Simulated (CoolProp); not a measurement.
Properties of carbon monoxide at several states.

The numbers come from the reference Helmholtz-energy equation of state, Lemmon 2006 in CoolProp. It is a short technical equation, of lower accuracy than the large ones.

| T (°C) | p (MPa) | phase | cp (kJ/(kg K)) | cv (kJ/(kg K)) | speed of sound (m/s) | Joule-Thomson coefficient (K/MPa) | isothermal compressibility (1/MPa) | fugacity coefficient |
|---|---|---|---|---|---|---|---|---|
| 56.55 | 0.476 | gas | 1.048 | 0.7457 | 370.8 | 2.023 | 2.102 | 0.9996 |
| 50.85 | 2.47 | gas | 1.078 | 0.7497 | 371.6 | 1.925 | 0.4050 | 0.9974 |
| -123.65 | 0.113 | gas | 1.051 | 0.7445 | 248.3 | 8.668 | 8.918 | 0.9924 |
| -87.95 | 11.1 | supercritical | 2.119 | 0.8420 | 313.1 | 2.496 | 0.09274 | 0.7069 |
